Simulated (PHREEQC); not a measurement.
Model water analysis in mmol/kgw, 40 °C, pH 7.02, pe 8.4: Na 2.79; K 0.988; Ca 1.63; Mg 0.569; Cl 2.44; S(6) 0.43; Alkalinity (meq/kgw) 4.94; Li 0.127.

Valence states are taken as typed.

All values are PHREEQC results (ion-association model, phreeqc.dat), not measurements.

No solid was allowed to form.

Q: What specific conductance, charge-balance error does the model give?

A: specific conductance 1120 µS/cm; charge-balance error 0.4 %.

Q: In which forms is Mg present?

A: Mg+2 91 %, MgSO4 4.7 %, MgHCO3+ 3.7 % of the Mg.

Constants without temperature data keep their 25 °C values here.
